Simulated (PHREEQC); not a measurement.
**Sulfide liquor**

A solution holds 0.065 mol/kgw Na2S, at 25 °C. Closed to the air; pH follows from the charge balance.

Model: ion-association model, phreeqc.dat, run in PHREEQC.

```yaml
pH: 12.43
ionic_strength: 0.158 mol/kgw
specific_conductance: 15100 µS/cm
total_alkalinity: 130 meq/kg
```

```json
[
 {"species": "Na+", "molality": "0.130", "activity": "0.0988", "log γ": "-0.119"},
 {"species": "OH-", "molality": "0.0375", "activity": "0.0272", "log γ": "-0.139"},
 {"species": "HS-", "molality": "0.0375", "activity": "0.0272", "log γ": "-0.139"},
 {"species": "S-2", "molality": "0.0275", "activity": "0.00889", "log γ": "-0.490"},
 {"species": "H2S", "molality": "8.50e-8", "activity": "8.82e-8", "log γ": "0.016"}
]
```

No solid was allowed to form. With this much S-2 the pH rests on the database's HS-/S-2 constant; if that pK is higher, the solution is more alkaline. The database's pK near 12.9 for HS-/S-2 is now thought far too low, so its S-2 is overstated.
